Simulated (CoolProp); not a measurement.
Vapour-liquid equilibrium of toluene (1) + n-dodecane (2) at 99.25 °C; x and y are mole fractions of (1).

Values from CoolProp's multi-fluid Helmholtz-energy mixture model, Lemmon 2006 and Lemmon 2004; pair parameters Bell 2016.

```csv
x,bubble pressure (kPa),y at the bubble point,dew pressure at overall composition x (kPa),liquid density (mol/L)
0.05,4.780,0.610,2.055,4.172
0.15,11.28,0.852,2.288,4.426
0.25,18.50,0.921,2.580,4.708
0.35,25.99,0.951,2.958,5.023
0.45,33.45,0.968,3.466,5.377
0.55,40.73,0.978,4.184,5.780
0.65,47.83,0.985,5.279,6.242
0.75,54.82,0.991,7.155,6.777
0.85,61.82,0.995,11.13,7.405
0.95,68.95,0.998,25.51,8.152
```

No azeotrope shows between x = 0.05 and 0.95.

Pair parameters are fitted to limited data, so mixtures are less certain than the pure fluids.
